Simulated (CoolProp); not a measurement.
Aqueous lithium chloride as a coolant, 20 % by mass, freezing at -43.9 °C, 1 atm.

Computed with CoolProp (Melinder's fits for secondary coolants).

| T (°C) | cp (kJ/(kg K)) | viscosity (mPa s) | Prandtl number | conductivity (W/(m K)) |
|---|---|---|---|---|
| -3.3 | 3.118 | 3.97 | [?] | 0.520 |
| 1 | 3.144 | 3.46 | 20.7 | 0.526 |
| 5.3 | 3.169 | [?] | [?] | 0.532 |
| 9.5 | 3.194 | 2.72 | 16.2 | 0.538 |
| 13.8 | 3.220 | 2.44 | 14.4 | 0.544 |
| 18.1 | 3.246 | 2.20 | 13.0 | 0.550 |
| 22.3 | 3.271 | 2.01 | 11.8 | [?] |
| 26.6 | 3.297 | 1.84 | 10.8 | [?] |
| 30.9 | 3.322 | 1.69 | 9.89 | 0.567 |
| 35.1 | 3.347 | [?] | [?] | 0.573 |
| 39.4 | 3.373 | 1.45 | [?] | 0.579 |

Problem. Some entries are withheld; supply them.

Solution. 
- -3.3, Prandtl number: 23.8
- 5.3, viscosity (mPa s): 3.05
- 5.3, Prandtl number: 18.2
- 22.3, conductivity (W/(m K)): 0.556
- 26.6, conductivity (W/(m K)): 0.561
- 35.1, viscosity (mPa s): 1.56
- 35.1, Prandtl number: 9.13
- 39.4, Prandtl number: 8.43
